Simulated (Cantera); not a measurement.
A perfectly stirred reactor is fed with 3.45 % CH4, 1.38 % C2H6, 16.6 % O2, 78.6 % N2, equivalence ratio 0.71, at 0.257 atm; it is adiabatic with a 675 K inlet, and is followed from long to short residence time, starting on the burning branch (τ in s: 0.36, 0.13, 0.047, 0.017, 0.006, 0.0022, 0.00078, 0.00028, 0.0001, 3.6e-05, 1.3e-05, 4.7e-06).

Computed with Cantera and GRI-Mech 3.0 (53 species, 325 reactions).

One state of this run: T (K) = 1839; x CH4 = 1.71e-5; x C2H6 = 1.70e-6; x O2 = 0.0498; x H2O2 = 7.62e-8; x CH3 = 4.96e-6; x H = 0.00183. x: mole fraction; the columns are a selection and need not sum to one.

Question: Which value of τ (s) does it belong to?
A. 3.6e-5
B. 0.017
C. 0.36
D. 0.0022

Answer: B, 0.017
